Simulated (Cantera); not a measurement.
An adiabatic, constant-pressure homogeneous reactor starts with CH4 : C2H6 : O2 : N2 = 1 : 0.053 : 0.911 : 3.42 (molar parts), equivalence ratio 2.4, at 1148 K and 1.00 atm. Integrator tolerance rtol = 1e-08.

Model: GRI-Mech 3.0 (53 species, 325 reactions), integrated in Cantera.

Task: What does this change do: C2H6 0.053 to 0.068 parts?

Result: 
| quantity | before | after |
|---|---|---|
| time of steepest temperature rise | 32.9 ms | 24.3 ms |
| temperature at 0.300 s | 2016 K | 1987 K |
| equilibrium temperature | 2016 K | 1987 K |
| x(CH4) at 0.300 s | 9.43e-10 (gas-phase equilibrium 8.79e-10) | 1.74e-8 (gas-phase equilibrium 1.28e-9) |
| x(C2H6) at 0.300 s | <1e-12 (gas-phase equilibrium <1e-12) | <1e-12 (gas-phase equilibrium <1e-12) |
| x(O2) at 0.300 s | 1.76e-8 (gas-phase equilibrium 1.77e-8) | 9.50e-9 (gas-phase equilibrium 9.53e-9) |
| x(OH) at 0.300 s | 3.63e-5 (gas-phase equilibrium 3.64e-5) | 2.63e-5 (gas-phase equilibrium 2.63e-5) |
| x(O) at 0.300 s | 1.00e-7 (gas-phase equilibrium 1.00e-7) | 5.88e-8 (gas-phase equilibrium 5.89e-8) |
| x(CH2) at 0.300 s | <1e-12 (gas-phase equilibrium <1e-12) | 4.00e-12 (gas-phase equilibrium <1e-12) |
| x(HO2) at 0.300 s | 1.44e-11 (gas-phase equilibrium 1.45e-11) | 7.87e-12 (gas-phase equilibrium 7.89e-12) |

Task: What does this change do: constant volume in place of constant pressure?

Result: 
```json
[
 {"quantity": "time of steepest temperature rise", "before": "32.9 ms", "after": "30.6 ms"},
 {"quantity": "temperature at 0.300 s", "before": "2016 K", "after": "2304 K"},
 {"quantity": "equilibrium temperature", "before": "2016 K", "after": "2304 K"},
 {"quantity": "x(CH4) at 0.300 s", "before": "9.43e-10 (gas-phase equilibrium 8.79e-10)", "after": "9.00e-10 (gas-phase equilibrium 1.02e-9)"},
 {"quantity": "x(C2H6) at 0.300 s", "before": "<1e-12 (gas-phase equilibrium <1e-12)", "after": "<1e-12 (gas-phase equilibrium <1e-12)"},
 {"quantity": "x(O2) at 0.300 s", "before": "1.76e-8 (gas-phase equilibrium 1.77e-8)", "after": "3.23e-7 (gas-phase equilibrium 3.23e-7)"},
 {"quantity": "x(OH) at 0.300 s", "before": "3.63e-5 (gas-phase equilibrium 3.64e-5)", "after": "0.000204 (gas-phase equilibrium 0.000204)"},
 {"quantity": "x(O) at 0.300 s", "before": "1.00e-7 (gas-phase equilibrium 1.00e-7)", "after": "1.83e-6 (gas-phase equilibrium 1.83e-6)"},
 {"quantity": "x(CH2) at 0.300 s", "before": "<1e-12 (gas-phase equilibrium <1e-12)", "after": "4.45e-12 (gas-phase equilibrium 5.02e-12)"},
 {"quantity": "x(HO2) at 0.300 s", "before": "1.44e-11 (gas-phase equilibrium 1.45e-11)", "after": "4.43e-10 (gas-phase equilibrium 4.43e-10)"}
]
```
